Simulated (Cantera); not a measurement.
**Reactions in the system H-N-O-Zr**

Cantera with NASA thermochemical tables; ideal gases at 1 bar, condensed phases pure. Values are per mole of reaction as written; species without (g) are pure solids or liquids, kept so even where they would boil at 1 bar. ZrN: taken at fixed stoichiometry.

8 OH(g) + ZrN ⇌ ZrO₂ + 4 H₂O(g) + NO₂(g)

```json
[
 {"T (K)": "300", "ΔH° (kJ)": "-1980.2", "ΔS° (J/K)": "-463.3", "ΔG° (kJ)": "-1841.2", "log10 K": "320.58", "condensed phases": "ZrN(s), ZrO₂(monoclinic)"},
 {"T (K)": "1225", "ΔH° (kJ)": "-1996.2", "ΔS° (J/K)": "-496.3", "ΔG° (kJ)": "-1388.3", "log10 K": "59.20", "condensed phases": "ZrN(s), ZrO₂(monoclinic)"},
 {"T (K)": "1325", "ΔH° (kJ)": "-1996.1", "ΔS° (J/K)": "-496.2", "ΔG° (kJ)": "-1338.7", "log10 K": "52.77", "condensed phases": "ZrN(s), ZrO₂(monoclinic)"},
 {"T (K)": "1425", "ΔH° (kJ)": "-1995.8", "ΔS° (J/K)": "-495.9", "ΔG° (kJ)": "-1289.1", "log10 K": "47.25", "condensed phases": "ZrN(s), ZrO₂(monoclinic)"},
 {"T (K)": "1525", "ΔH° (kJ)": "-1989.6", "ΔS° (J/K)": "-491.8", "ΔG° (kJ)": "-1239.7", "log10 K": "42.46", "condensed phases": "ZrN(s), ZrO₂(tetragonal)"},
 {"T (K)": "1625", "ΔH° (kJ)": "-1989.6", "ΔS° (J/K)": "-491.8", "ΔG° (kJ)": "-1190.5", "log10 K": "38.27", "condensed phases": "ZrN(s), ZrO₂(tetragonal)"},
 {"T (K)": "1725", "ΔH° (kJ)": "-1989.6", "ΔS° (J/K)": "-491.7", "ΔG° (kJ)": "-1141.3", "log10 K": "34.56", "condensed phases": "ZrN(s), ZrO₂(tetragonal)"},
 {"T (K)": "1825", "ΔH° (kJ)": "-1989.5", "ΔS° (J/K)": "-491.7", "ΔG° (kJ)": "-1092.2", "log10 K": "31.26", "condensed phases": "ZrN(s), ZrO₂(tetragonal)"},
 {"T (K)": "1925", "ΔH° (kJ)": "-1989.4", "ΔS° (J/K)": "-491.6", "ΔG° (kJ)": "-1043.0", "log10 K": "28.30", "condensed phases": "ZrN(s), ZrO₂(tetragonal)"},
 {"T (K)": "2025", "ΔH° (kJ)": "-1989.2", "ΔS° (J/K)": "-491.6", "ΔG° (kJ)": "-993.8", "log10 K": "25.64", "condensed phases": "ZrN(s), ZrO₂(tetragonal)"},
 {"T (K)": "2125", "ΔH° (kJ)": "-1989.1", "ΔS° (J/K)": "-491.5", "ΔG° (kJ)": "-944.7", "log10 K": "23.22", "condensed phases": "ZrN(s), ZrO₂(tetragonal)"}
]
```
